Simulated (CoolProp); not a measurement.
Aqueous ethanol as a coolant, at 31 °C, 1 atm.

Model: Melinder's fits for secondary coolants, in CoolProp.

```json
[
 {"mass %": "2.8", "freezing point (°C)": "-1.1", "Prandtl number": "6.14", "viscosity (mPa s)": "0.871", "density (kg/m³)": "989.9", "conductivity (W/(m K))": "0.595"},
 {"mass %": "11.5", "freezing point (°C)": "-5.2", "Prandtl number": "9.50", "viscosity (mPa s)": "1.18", "density (kg/m³)": "976.1", "conductivity (W/(m K))": "0.532"},
 {"mass %": "20.3", "freezing point (°C)": "-11.4", "Prandtl number": "13.8", "viscosity (mPa s)": "1.52", "density (kg/m³)": "(withheld)", "conductivity (W/(m K))": "0.475"},
 {"mass %": "29", "freezing point (°C)": "-19.2", "Prandtl number": "17.9", "viscosity (mPa s)": "(withheld)", "density (kg/m³)": "948.9", "conductivity (W/(m K))": "(withheld)"},
 {"mass %": "37.8", "freezing point (°C)": "-27.5", "Prandtl number": "(withheld)", "viscosity (mPa s)": "1.92", "density (kg/m³)": "(withheld)", "conductivity (W/(m K))": "0.377"},
 {"mass %": "46.6", "freezing point (°C)": "-35.0", "Prandtl number": "23.2", "viscosity (mPa s)": "1.96", "density (kg/m³)": "(withheld)", "conductivity (W/(m K))": "0.335"},
 {"mass %": "55.3", "freezing point (°C)": "-41.4", "Prandtl number": "24.5", "viscosity (mPa s)": "1.93", "density (kg/m³)": "892.6", "conductivity (W/(m K))": "0.298"}
]
```

### Question
Fill in the missing entries.

### Answer

- 20.3, density (kg/m³): 963.2
- 29, viscosity (mPa s): 1.78
- 29, conductivity (W/(m K)): 0.423
- 37.8, Prandtl number: 21.0
- 37.8, density (kg/m³): 931.8
- 46.6, density (kg/m³): 912.5
